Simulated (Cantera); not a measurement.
# Premixed flame

A freely propagating, adiabatic, planar premixed flame of 12.8 % CH4, 18.3 % O2, 68.8 % N2, equivalence ratio 1.4, unburnt at 450 K and 1.00 atm; mixture-averaged transport, grid criteria slope 0.08 and curve 0.16, no radiation.

Model: GRI-Mech 3.0 (53 species, 325 reactions), integrated in Cantera. Burning velocities carry a grid error of a few per cent, more on coarse grids.

| z (mm) | T (K) | u (m/s) | x CH4 | x O2 | x OH | x H2O | x HCN | x O |
|---|---|---|---|---|---|---|---|---|
| -1.98 | 450 | 0.359 | 0.128 | 0.183 | <1e-8 | 6.04e-5 | <1e-8 | <1e-8 |
| -1.32 | 455 | 0.364 | 0.127 | 0.182 | <1e-8 | 0.000677 | <1e-8 | <1e-8 |
| -0.989 | 475 | 0.383 | 0.124 | 0.179 | <1e-8 | 0.00333 | 8.42e-8 | <1e-8 |
| -0.660 | 600 | 0.490 | 0.114 | 0.169 | 1.19e-7 | 0.0184 | 9.73e-7 | <1e-8 |
| -0.330 | 1081 | 0.905 | 0.0759 | 0.123 | 6.14e-6 | 0.0737 | 7.89e-6 | 2.80e-6 |
| -0.165 | 1474 | 1.25 | 0.0420 | 0.0783 | 7.49e-5 | 0.119 | 1.70e-5 | 3.07e-5 |
| 0 | 1820 | 1.56 | 0.0122 | 0.0319 | 0.000503 | 0.159 | 3.26e-5 | 0.000121 |
| 0.165 | 1980 | 1.70 | 0.00204 | 0.00862 | 0.00112 | 0.176 | 4.98e-5 | 0.000134 |
| 0.330 | 2027 | 1.74 | 0.000385 | 0.00211 | 0.00131 | 0.179 | 5.30e-5 | 9.13e-5 |
| 0.660 | 2048 | 1.75 | 3.11e-5 | 0.000197 | 0.00123 | 0.177 | 4.08e-5 | 5.75e-5 |
| 1.32 | 2058 | 1.76 | 1.46e-6 | 5.01e-5 | 0.00103 | 0.177 | 2.18e-5 | 3.90e-5 |
| 2.64 | 2066 | 1.77 | 4.25e-8 | 2.87e-5 | 0.000795 | 0.177 | 8.34e-6 | 2.29e-5 |
| 5.28 | 2074 | 1.77 | <1e-8 | 1.37e-5 | 0.000555 | 0.177 | 2.58e-6 | 1.10e-5 |
x: mole fraction of selected species; z is measured from the peak of heat release.

The laminar burning velocity is 35.7 cm/s, the thermal thickness comes out as 0.660 mm and the peak x(OH) is 0.00131. The peak x(HCN) comes out as 5.34e-5 and the peak x(O) is 0.000144. The grid points is 150.
